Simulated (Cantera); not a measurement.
**Stirred combustor or abatement burner**

A perfectly stirred reactor is fed with 9.29 % CH₄, 16.9 % O₂, 63.6 % N₂, 10.2 % CO₂, at 2.47 atm; it is adiabatic with a 625 K inlet, and is followed from long to short residence time, starting on the burning branch (τ in s: 0.13, 0.04, 0.013, 0.004, 0.0013, 0.0004, 0.00013, 4e-05, 1.3e-05, 4e-06).

Model: GRI-Mech 3.0 (53 species, 325 reactions), integrated in Cantera.

| τ (s) | T (K) | x CH₄ | x O₂ | x CO₂ | x CO | x C₂H₄ | x N₂O | x NO |
|---|---|---|---|---|---|---|---|---|
| 0.13 | 2199 | 3.85e-6 | 0.000905 | 0.162 | 0.0296 | 4.81e-10 | 5.98e-8 | 0.000435 |
| 0.040 | 2188 | 8.66e-6 | 0.00148 | 0.161 | 0.0306 | 2.35e-9 | 7.81e-8 | 0.000368 |
| 0.013 | 2169 | 1.78e-5 | 0.00254 | 0.159 | 0.0323 | 8.58e-9 | 1.04e-7 | 0.000311 |
| 0.0040 | 2136 | 3.80e-5 | 0.00440 | 0.155 | 0.0353 | 2.95e-8 | 1.34e-7 | 0.000251 |
| 0.0013 | 2090 | 8.24e-5 | 0.00707 | 0.150 | 0.0394 | 9.40e-8 | 1.57e-7 | 0.000191 |
| 0.00040 | 2024 | 0.000204 | 0.0110 | 0.144 | 0.0448 | 3.60e-7 | 1.69e-7 | 0.000129 |
| 0.00013 | 1944 | 0.000581 | 0.0164 | 0.136 | 0.0511 | 1.92e-6 | 1.62e-7 | 7.64e-5 |
| 4.0e-5 | 625 | 0.0929 | 0.169 | 0.102 | <1e-12 | <1e-12 | <1e-12 | <1e-12 |
| 1.3e-5 | 625 | 0.0929 | 0.169 | 0.102 | <1e-12 | <1e-12 | <1e-12 | <1e-12 |
| 4.0e-6 | 625 | 0.0929 | 0.169 | 0.102 | <1e-12 | <1e-12 | <1e-12 | <1e-12 |
x: mole fraction; the columns are a selection and need not sum to one.
